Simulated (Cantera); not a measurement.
## Adiabatic ignition

An adiabatic, constant-pressure homogeneous reactor starts with H2 : O2 : N2 : H2O = 1 : 0.278 : 1.04 : 0.068 (molar parts), equivalence ratio 1.8, at 1600 K and 0.533 atm.

Cantera simulation using the H2/O2 subset of GRI-Mech 3.0, which has no nitrogen chemistry; the numbers are that mechanism's predictions, not measurements.

```
t (s)     T (K)   x H2     x O2   x H2O       x H   x H2O2     x OH
--------  -----  -----  -------  ------  --------  -------  -------
3.00e-6    1600  0.419    0.117  0.0285   4.15e-6  3.74e-8  3.54e-7
8.05e-6    1600  0.419    0.116  0.0286  0.000134  1.99e-7  1.17e-5
2.16e-5    1762  0.167   0.0176   0.201     0.150  6.10e-7   0.0139
5.79e-5    2101  0.164  0.00629   0.227     0.122  2.05e-7   0.0201
0.000155   2429  0.180  0.00371   0.242    0.0840  9.05e-8   0.0215
0.000417   2694  0.191  0.00188   0.258    0.0548  8.14e-8   0.0188
0.00112    2776  0.194  0.00139   0.263    0.0459  8.67e-8   0.0171
0.00300    2778  0.194  0.00138   0.263    0.0457  8.68e-8   0.0171
0.00805    2778  0.194  0.00138   0.263    0.0457  8.68e-8   0.0171
0.0216     2778  0.194  0.00138   0.263    0.0457  8.68e-8   0.0171
0.0579     2778  0.194  0.00138   0.263    0.0457  8.68e-8   0.0171
0.155      2778  0.194  0.00138   0.263    0.0457  8.68e-8   0.0171
0.417      2778  0.194  0.00138   0.263    0.0457  8.68e-8   0.0171
1.12       2778  0.194  0.00138   0.263    0.0457  8.68e-8   0.0171
3.00       2778  0.194  0.00138   0.263    0.0457  8.68e-8   0.0171
```
x: mole fraction; the columns are a selection and need not sum to one.

| Quantity | Value |
|---|---|
| time of steepest temperature rise | 19.3 µs |
| temperature at 3.00 s | 2778 K |
| equilibrium temperature | 2778 K |
| x(H2) at 3.00 s | 0.194 (gas-phase equilibrium 0.194) |
| x(O2) at 3.00 s | 0.00138 (gas-phase equilibrium 0.00138) |
| x(H2O) at 3.00 s | 0.263 (gas-phase equilibrium 0.263) |
